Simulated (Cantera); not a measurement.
A perfectly stirred reactor is fed with 66.2 % NH3, 33.8 % H2, at 1.48 atm; it is held at 1798 K, and followed from long to short residence time.

Computed with Cantera and the gas-phase N/H chemistry of the illustrative SiF4/NH3 mechanism in the Surface Chemkin manual (1991). Walls and surfaces, which speed up NH3 decomposition in real reactors, are not modelled.

x: mole fraction; the columns are a selection and need not sum to one.

```
τ (s)    x NH3   x H2     x NH      x N      x N2   x N2H4
-------  -----  -----  -------  -------  --------  -------
0.49     0.265  0.615        …  6.57e-8     0.119  9.93e-8
0.22     0.376  0.538        …  6.98e-8    0.0860  1.68e-7
0.096    0.487  0.460  1.98e-6  7.08e-8    0.0526  2.45e-7
0.043    0.567  0.404  2.09e-6  7.01e-8    0.0285  3.04e-7
0.019    0.616  0.370  2.14e-6  6.89e-8    0.0139  3.40e-7
0.0084   0.641  0.353  2.14e-6  6.74e-8   0.00637  3.56e-7
0.0037   0.653  0.344  2.10e-6  6.49e-8   0.00279  3.57e-7
0.0016   0.658  0.340  1.99e-6  5.98e-8   0.00113  3.41e-7
0.00072  0.660  0.339        …  5.00e-8  0.000439  3.03e-7
```

Problem. Some entries are withheld; supply them.

Solution. 
- 0.49, x NH: 1.51e-6
- 0.22, x NH: 1.78e-6
- 0.00072, x NH: 1.77e-6
